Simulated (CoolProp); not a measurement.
n-perfluorohexane along the isotherm 108.25 °C: density (kg/m³) from the reference equation and from simpler models built on Tc = 174.9 °C, pc = 17.42 bar, ω = 0.497; each cubic takes its own stable root.

Computed with CoolProp (reference Helmholtz-energy equation of state, Gao 2022).

```tsv
p (bar)	phase	reference
3.63	gas	45.38
7.26	liquid	1396
10.9	liquid	1402
14.5	liquid	1407
18.1	liquid	1413
21.8	liquid	1418
25.4	liquid	1422
29	liquid	1427
32.7	liquid	1432
36.3	liquid	1436
39.9	liquid	1440
43.5	liquid	1444
```

Task: How far does each simpler model (van der Waals, Soave-Redlich-Kwong) lie from the reference over these 12 states: mean and median of the absolute difference, and the worst?

Result: 
- van der Waals: mean 42.7 %, median 41.0 %, worst -92.8 % at 108.25 °C and 7.26 bar
- Soave-Redlich-Kwong: mean 13.5 %, median 14.4 %, worst -16.5 % at 108.25 °C and 7.26 bar

At some of these states van der Waals gives the other phase, because its saturation line lies elsewhere.
